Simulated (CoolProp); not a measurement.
A single-stage vapour-compression cycle with R410A: evaporating at 233.15 K (dew point), condensing at 272.15 K (bubble point), superheat 10 K, subcooling 0 K, compressor efficiency 0.7, no pressure losses. Each further row changes one setting.

Model: reference Helmholtz-energy equation of state, Lemmon 2003, in CoolProp. It is a pseudo-pure fit of the blend.

| case | cooling COP | pressure ratio | discharge temperature (K) | refrigerating effect (kJ/kg) | volumetric capacity (kJ/m³) |
|---|---|---|---|---|---|
| as stated | 3.46 | 4.44 | 327.5 | 215 | 1420 |
| evaporating temperature 238.15 K | 4.14 | 3.56 | 320.3 | 218 | 1780 |
| condensing temperature 267.15 K | 4.06 | 3.76 | 317.8 | 223 | 1470 |
| subcooling 5 K | 3.58 | 4.44 | 327.5 | 223 | 1470 |
| superheat 20 K | 3.42 | 4.44 | 339.5 | 223 | 1410 |
| compressor efficiency 0.6 | 2.97 | 4.44 | 338.5 | 215 | 1420 |
